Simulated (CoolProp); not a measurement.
Vapour-liquid equilibrium of CHF3 (R23) (1) + R22 (2) at 216 K; x and y are mole fractions of (1).

Computed with CoolProp (multi-fluid Helmholtz-energy mixture model, Penoncello 2003 and Kamei 1995; pair parameters Bell 2016).

```json
[
 {"x": "0.05", "bubble pressure, mixture model (MPa)": "0.06424", "bubble pressure, Raoult's law (MPa)": "0.05954", "y, mixture model": "0.342", "y, Raoult's law": "0.297"},
 {"x": "0.15", "bubble pressure, mixture model (MPa)": "0.1028", "bubble pressure, Raoult's law (MPa)": "0.09054", "y, mixture model": "0.624", "y, Raoult's law": "0.587"},
 {"x": "0.25", "bubble pressure, mixture model (MPa)": "0.1387", "bubble pressure, Raoult's law (MPa)": "0.1215", "y, mixture model": "0.747", "y, Raoult's law": "0.728"},
 {"x": "0.35", "bubble pressure, mixture model (MPa)": "0.1717", "bubble pressure, Raoult's law (MPa)": "0.1525", "y, mixture model": "0.817", "y, Raoult's law": "0.812"},
 {"x": "0.45", "bubble pressure, mixture model (MPa)": "0.2022", "bubble pressure, Raoult's law (MPa)": "0.1835", "y, mixture model": "0.863", "y, Raoult's law": "0.868"},
 {"x": "0.55", "bubble pressure, mixture model (MPa)": "0.2306", "bubble pressure, Raoult's law (MPa)": "0.2145", "y, mixture model": "0.896", "y, Raoult's law": "0.908"},
 {"x": "0.65", "bubble pressure, mixture model (MPa)": "0.2576", "bubble pressure, Raoult's law (MPa)": "0.2455", "y, mixture model": "0.923", "y, Raoult's law": "0.937"},
 {"x": "0.75", "bubble pressure, mixture model (MPa)": "0.2840", "bubble pressure, Raoult's law (MPa)": "0.2765", "y, mixture model": "0.946", "y, Raoult's law": "0.960"},
 {"x": "0.85", "bubble pressure, mixture model (MPa)": "0.3109", "bubble pressure, Raoult's law (MPa)": "0.3075", "y, mixture model": "0.968", "y, Raoult's law": "0.979"},
 {"x": "0.95", "bubble pressure, mixture model (MPa)": "0.3391", "bubble pressure, Raoult's law (MPa)": "0.3385", "y, mixture model": "0.989", "y, Raoult's law": "0.993"}
]
```

The largest gap from Raoult's law is +14.2 % in bubble pressure, at x = 0.25. No azeotrope shows between x = 0.05 and 0.95.

Pair parameters are fitted to limited data, so mixtures are less certain than the pure fluids.
